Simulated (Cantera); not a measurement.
Cantera run:

```python
import numpy as np
import cantera as ct

gas_names = """
    Br Br2 H HBr HO2 H2 H2O H2O2 O OH O2 O3
""".split()
cond_names = """
    Br2(cr) Br2(L) H2O(s) H2O(L)
""".split()


# ... load() reads the species with a 1 bar reference pressure and builds the phases ...
atoms = {
    'HBr': {'H': 1, 'Br': 1},
    'O2': {'O': 2},
}
top_T = {}  # K; cautious upper limits of use, not melting points


# ... equilibrate(T, P, feed) seeds the gas with the atoms and calls Mixture.equilibrate('TP', solver="vcs", rtol=1e-11, max_steps=5000) ...
results = []
feed = {'HBr': 1, 'O2': 2.3}  # mol
T = 3248  # K
P = 1000  # Pa
mix = equilibrate(T, P, feed)
results.append((T, P, feed, dict(zip(mix.species_names, mix.species_moles))))
x = sorted(zip(gas.X, gas.species_names), reverse=True)
print(f"T = {T:g} K  P = {P:g} Pa  gas = {mix.phase_moles(0):.4g} mol")
print("   x: " + "  ".join(f"{s} {v:.3e}" for v, s in x if v > 0.0001))
print("   condensed (mol): " + ("  ".join(f"{mix.phase(i).name} {mix.phase_moles(i):.4g}"
      for i in range(1, mix.n_phases) if mix.phase_moles(i) > 1e-12) or "none"))
```

Output:

```
T = 3248 K  P = 1000 Pa  gas = 6.115 mol
   x: O 6.148e-01  Br 1.630e-01  H 1.435e-01  O2 6.121e-02  OH 1.450e-02  H2 2.018e-03  H2O 5.152e-04  HBr 4.851e-04
   condensed (mol): none
```

Method: chemical equilibrium by Gibbs-energy minimisation in Cantera with the NASA 1993 tables (ideal gas, pure condensed phases).
